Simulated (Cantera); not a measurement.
An isothermal, constant-pressure homogeneous reactor starts with CH4 : N2 = 1 : 110 (molar parts), at 1300 K and 20.0 Torr.

Cantera simulation using GRI-Mech 3.0 (53 species, 325 reactions); the numbers are that mechanism's predictions, not measurements. GRI-Mech 3.0 stops at C3 and has no aromatics, soot or wall deposition, so with more carbon than oxygen in the feed, carbon stays in small species such as C2H2 where larger ones or solid carbon would form. Radical loss at walls, strong at low pressure, is not modelled.

x: mole fraction; the columns are a selection and need not sum to one.

```
t (s)       x CH4     x C2H     x CH2       x CH3      x C2H6    x C2H2
--------  -------  --------  --------  ----------  ----------  --------
5.00e-5   0.00901    <1e-12    <1e-12    3.59e-11      <1e-12    <1e-12
0.000168  0.00901    <1e-12    <1e-12    1.34e-10      <1e-12    <1e-12
0.000561  0.00901    <1e-12    <1e-12    5.54e-10      <1e-12    <1e-12
0.00188   0.00901    <1e-12    <1e-12  (withheld)      <1e-12    <1e-12
0.00630   0.00901    <1e-12    <1e-12     8.26e-9      <1e-12    <1e-12
0.0211    0.00901    <1e-12    <1e-12     2.83e-8      <1e-12    <1e-12
0.0707    0.00901    <1e-12    <1e-12     9.54e-8    3.23e-11    <1e-12
0.237     0.00901    <1e-12    <1e-12     3.18e-7     1.12e-9    <1e-12
0.794     0.00901    <1e-12  3.57e-12  (withheld)  (withheld)  1.04e-10
2.66      0.00900    <1e-12  2.55e-11     2.74e-6     4.25e-7   1.14e-8
8.91      0.00898    <1e-12  1.24e-10     6.10e-6     2.60e-6   9.24e-7
29.8      0.00878  1.39e-12  2.96e-10     9.42e-6     6.44e-6   4.09e-5
100       0.00809  8.77e-12  2.19e-10     7.72e-6     4.26e-6  0.000378
```

Task: Complete the blanks.

Result: 
- 0.00188, x CH3: 2.27e-9
- 0.794, x CH3: 1.01e-6
- 0.794, x C2H6: 3.05e-8
